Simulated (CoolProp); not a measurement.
Properties of c-C4F8 (RC318) along the isobar 5.32 MPa.

The numbers come from the reference Helmholtz-energy equation of state, Platzer 1990 in CoolProp. This equation is an older, rougher fit; its heat capacities, sound speeds and derivatives of the liquid may be far off and weren't checked against measurements.

```csv
T (K),phase,Z,conductivity (mW/(m K)),Prandtl number
373.4,liquid,0.2867,49.4,3.90
383.1,liquid,0.2946,46.9,3.68
392.9,supercritical,0.3069,44.4,3.46
402.6,supercritical,0.3257,42.1,3.23
412.4,supercritical,0.3565,40.1,2.94
422.1,supercritical,0.4040,38.4,2.53
431.8,supercritical,0.4660,36.8,2.05
441.6,supercritical,0.5302,35.2,1.68
451.3,supercritical,0.5863,33.9,1.45
461,supercritical,0.6338,33.0,1.31
470.8,supercritical,0.6743,32.4,1.22
480.5,supercritical,0.7086,32.1,1.16
490.3,supercritical,0.7385,32.0,1.11
500,supercritical,0.7643,32.1,1.08
```

Viscosity comes from a separate model (Huber 2003), an estimate that may be off by 10 % or more. Thermal conductivity comes from a separate model (Huber 2003), an estimate that may be off by 10 % or more.
